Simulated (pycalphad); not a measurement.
Source of the numbers: pycalphad with the COST 507 light-alloy database (1999); pressure 1 atm. These are 1990s assessments: newer ones move some temperatures and phases. Phase fractions are per mole of atoms.

Give the equilibrium state of N-1.59B (wt.%) at 2400 K.

GAS, fraction 0.959, with <0.01 B wt.%; BN_HP4, fraction 0.041, with 43.6 B wt.%.

Database names, with the compositions (at.%) that they take in these runs: BN_HP4: N 50 B 50.
